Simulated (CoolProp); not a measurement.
Methanol at 422.97 K and 2.12 MPa is throttled through a valve to 0.363 MPa with no heat exchange. Each further row changes one setting.

Values from CoolProp's reference Helmholtz-energy equation of state, de Reuck 1993.

```csv
case,temperature change (K),final phase,final density (kg/m³)
as stated,-49.0,"two-phase, vapour fraction 0.168",24.0
outlet pressure 0.109 MPa,-83.5,"two-phase, vapour fraction 0.250",5.20
outlet pressure 0.472 MPa,-40.4,"two-phase, vapour fraction 0.143",35.7
```
